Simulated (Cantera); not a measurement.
# Hydrocarbon pyrolysis for carbon deposition

An isothermal, constant-pressure homogeneous reactor starts with C₂H₆ : H₂ = 1 : 9.4 (molar parts), at 1025 K and 5.55 Torr.

Model: GRI-Mech 3.0 (53 species, 325 reactions), integrated in Cantera. GRI-Mech 3.0 stops at C3 and has no aromatics, soot or wall deposition, so with more carbon than oxygen in the feed, carbon stays in small species such as C2H2 where larger ones or solid carbon would form. Radical loss at walls, strong at low pressure, is not modelled.

| t (s) | x C₂H₆ | x H₂ | x CH₄ | x C₂H₂ | x CH₃ |
|---|---|---|---|---|---|
| 6.00e-6 | 0.0962 | 0.904 | 2.00e-12 | <1e-12 | 5.81e-10 |
| 1.63e-5 | 0.0962 | 0.904 | 1.47e-11 | <1e-12 | 1.57e-9 |
| 4.45e-5 | 0.0962 | 0.904 | 1.08e-10 | <1e-12 | 4.22e-9 |
| 0.000121 | 0.0962 | 0.904 | 7.78e-10 | <1e-12 | 1.10e-8 |
| 0.000330 | 0.0962 | 0.904 | 5.35e-9 | <1e-12 | 2.68e-8 |
| 0.000899 | 0.0962 | 0.904 | 3.27e-8 | <1e-12 | 5.47e-8 |
| 0.00245 | 0.0962 | 0.904 | 1.58e-7 | <1e-12 | 8.01e-8 |
| 0.00667 | 0.0962 | 0.904 | 5.65e-7 | <1e-12 | 8.59e-8 |
| 0.0182 | 0.0961 | 0.904 | 1.72e-6 | 2.03e-12 | 9.07e-8 |
| 0.0495 | 0.0961 | 0.904 | 5.52e-6 | 1.12e-10 | 1.29e-7 |
| 0.135 | 0.0957 | 0.904 | 2.93e-5 | 6.02e-9 | 3.98e-7 |
| 0.367 | 0.0934 | 0.904 | 0.000306 | 2.83e-7 | 1.75e-6 |
| 1.00 | 0.0828 | 0.904 | 0.00220 | 6.82e-6 | 3.05e-6 |
x: mole fraction; the columns are a selection and need not sum to one.

Equilibrium at this temperature and pressure: C₂H₆ 9.65e-6, H₂ 0.810, CH₄ 0.189, C₂H₂ 0.000516, CH₃ 1.88e-7 (gas phase only).
